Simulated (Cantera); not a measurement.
A perfectly stirred reactor is fed with H2 : O2 = 0.092 : 1 (molar parts), at 2.18 Torr; it is held at 1375 K, and followed from long to short residence time.

Cantera simulation using GRI-Mech 3.0 (53 species, 325 reactions); the numbers are that mechanism's predictions, not measurements. Radical loss at walls, strong at low pressure, is not modelled. The temperature is held fixed by assumption; the heat of reaction is taken as removed at once.

**Question.** What does this change do: temperature 1375 to 923 K?

**Answer.** 
```
quantity                 before    after
----------------------  -------  -------
x(H2) at τ = 0.420 s    0.00176  0.00316
x(O2) at τ = 0.420 s      0.867    0.900
x(HO2) at τ = 0.420 s   6.58e-7  2.61e-6
x(H2O2) at τ = 0.420 s  2.16e-8  4.03e-8
x(O) at τ = 0.420 s      0.0388  0.00898
x(H2) at τ = 59.0 ms    0.00280   0.0104
x(O2) at τ = 59.0 ms      0.854    0.887
x(HO2) at τ = 59.0 ms   6.92e-7  2.65e-6
x(H2O2) at τ = 59.0 ms  2.29e-8  4.58e-8
x(O) at τ = 59.0 ms      0.0505   0.0159
```
Below about 950 K walls govern HO2 and H2O2 in real vessels.
